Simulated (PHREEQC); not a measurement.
## Brine: speciation

Make-up at 20 °C: 1 mol CaCl2 per kg of water. Closed to the air; pH follows from the charge balance.

Equilibrium calculation in PHREEQC: Pitzer model, pitzer.dat.

This is a speciation only: nothing precipitates in the calculation.

Q: Estimate the activity of water, density.

A: activity of water 0.945; density 1.084 g/cm³.
